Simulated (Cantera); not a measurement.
# Nitride etching: AlN + HCl + N2

Input: 1 mol AlN, 17 mol HCl, 34 mol N2, equilibrated at 2.00 mbar.

Equilibrium computed with Cantera from the NASA thermochemical tables; the gas is ideal and each condensed phase is pure. Candidate condensed phases: Al, AlCl3, AlN, NH4Cl; 20 gas species. The tables' values for AlCl2 are old estimates; treat these amounts as uncertain. Equilibrium is a limit: real reactors are often held back by kinetics, nucleation or transport.

From 1175 K to 1975 K nothing is condensed. The main Al-bearing gas is AlCl3 at 1175 K and AlCl at 1975 K.

```
T (K)   x N2  x HCl      x Cl    x H2  x AlCl3    x AlCl
-----  -----  -----  --------  ------  -------  --------
1175   0.676  0.275   3.83e-6  0.0294   0.0196   7.87e-8
1275   0.676  0.275   2.24e-5  0.0294   0.0196   1.18e-6
1375   0.676  0.275  0.000102  0.0294   0.0195   1.18e-5
1475   0.676  0.275  0.000377  0.0293   0.0191   8.47e-5
1575   0.675  0.275   0.00119  0.0289   0.0180  0.000445
1675   0.673  0.276   0.00335  0.0278   0.0154   0.00168
1775   0.669  0.276   0.00843  0.0264   0.0111   0.00442
1875   0.662  0.271    0.0186  0.0262  0.00623   0.00843
1975   0.653  0.259    0.0349  0.0289  0.00258    0.0124
```
x: gas mole fraction; nothing condenses.
